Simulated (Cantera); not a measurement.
Input: 1 mol MgF₂, 51 mol H₂, held at 1300 K.

These are equilibrium values from Cantera (NASA tables, ideal gas, pure condensed phases), not measurements of a reactor. Candidate condensed phases: Mg, MgF₂; 17 gas species. Equilibrium is a limit: real reactors are often held back by kinetics, nucleation or transport.

Question: What share of the Mg ends up in condensed phases as a function of P (Pa), at 0.100, 1, 10, 100, 1000, 10000, 100000?

Answer: 
| P (Pa) | Mg condensed (%) | as |
|---|---|---|
| 0.100 | 0.0 | - |
| 1 | 0.0 | - |
| 10 | 34.4 | MgF₂(s) |
| 100 | 89.4 | MgF₂(s) |
| 1000 | 98.1 | MgF₂(s) |
| 10000 | 99.6 | MgF₂(s) |
| 100000 | 99.9 | MgF₂(s) |
